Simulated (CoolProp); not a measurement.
Model: reference Helmholtz-energy equation of state, Thol 2017, in CoolProp.

For octamethyltrisiloxane (MDM), give the phase and the Joule-Thomson coefficient (K/MPa), fugacity coefficient at 324.9 K and 0.283 bar; 531.2 K and 84.9 bar.


- 324.9 K and 0.283 bar: liquid; Joule-Thomson coefficient -0.396, fugacity coefficient 0.0846
- 531.2 K and 84.9 bar: liquid; Joule-Thomson coefficient -0.0257, fugacity coefficient 0.156
